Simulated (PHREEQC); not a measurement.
1 kg of water holding 52 mmol/kgw Na2SO4 and 3.4 mmol/kgw K2SO4 is evaporated at 60 °C; the solids stay in contact with the brine. No CO2 enters from the air. The run lets Arcanite, Glaserite, Mirabilite, Misenite, Thenardite precipitate or redissolve, and no other solid.

Computed with PHREEQC (Pitzer model, pitzer.dat).

```json
[
 {"water left (kg)": "1", "ionic strength": "0.166", "water activity": "0.998", "Thenardite (mol)": "0", "K in solution (mol/kgw)": "0.00680"},
 {"water left (kg)": "0.6755", "ionic strength": "[?]", "water activity": "0.996", "Thenardite (mol)": "0", "K in solution (mol/kgw)": "0.0101"},
 {"water left (kg)": "0.5552", "ionic strength": "0.299", "water activity": "0.996", "Thenardite (mol)": "0", "K in solution (mol/kgw)": "0.0122"},
 {"water left (kg)": "0.375", "ionic strength": "0.443", "water activity": "0.994", "Thenardite (mol)": "0", "K in solution (mol/kgw)": "0.0181"},
 {"water left (kg)": "0.2533", "ionic strength": "0.656", "water activity": "0.991", "Thenardite (mol)": "0", "K in solution (mol/kgw)": "0.0268"},
 {"water left (kg)": "0.2082", "ionic strength": "0.798", "water activity": "0.990", "Thenardite (mol)": "0", "K in solution (mol/kgw)": "0.0327"},
 {"water left (kg)": "0.1407", "ionic strength": "1.18", "water activity": "0.985", "Thenardite (mol)": "0", "K in solution (mol/kgw)": "0.0483"},
 {"water left (kg)": "0.09502", "ionic strength": "1.75", "water activity": "0.979", "Thenardite (mol)": "0", "K in solution (mol/kgw)": "0.0716"},
 {"water left (kg)": "0.06418", "ionic strength": "2.59", "water activity": "[?]", "Thenardite (mol)": "0", "K in solution (mol/kgw)": "0.106"},
 {"water left (kg)": "0.05275", "ionic strength": "3.15", "water activity": "0.963", "Thenardite (mol)": "0", "K in solution (mol/kgw)": "0.129"},
 {"water left (kg)": "0.03564", "ionic strength": "4.66", "water activity": "[?]", "Thenardite (mol)": "0", "K in solution (mol/kgw)": "0.191"},
 {"water left (kg)": "0.02407", "ionic strength": "[?]", "water activity": "0.922", "Thenardite (mol)": "0", "K in solution (mol/kgw)": "0.282"},
 {"water left (kg)": "0.01979", "ionic strength": "8.40", "water activity": "[?]", "Thenardite (mol)": "0", "K in solution (mol/kgw)": "0.344"},
 {"water left (kg)": "0.01337", "ionic strength": "10.4", "water activity": "0.885", "Thenardite (mol)": "0.00902", "K in solution (mol/kgw)": "0.509"},
 {"water left (kg)": "0.00903", "ionic strength": "10.9", "water activity": "[?]", "Thenardite (mol)": "0.0226", "K in solution (mol/kgw)": "0.753"},
 {"water left (kg)": "0.007427", "ionic strength": "11.2", "water activity": "0.879", "Thenardite (mol)": "0.0276", "K in solution (mol/kgw)": "0.916"},
 {"water left (kg)": "0.005012", "ionic strength": "12.2", "water activity": "0.872", "Thenardite (mol)": "0.0351", "K in solution (mol/kgw)": "1.36"}
]
```

### Question
Fill in the missing entries.

### Answer

- 0.6755, ionic strength: 0.246
- 0.06418, water activity: 0.969
- 0.03564, water activity: 0.946
- 0.02407, ionic strength: 6.90
- 0.01979, water activity: 0.905
- 0.00903, water activity: 0.881

Constants without temperature data keep their 25 °C values here.
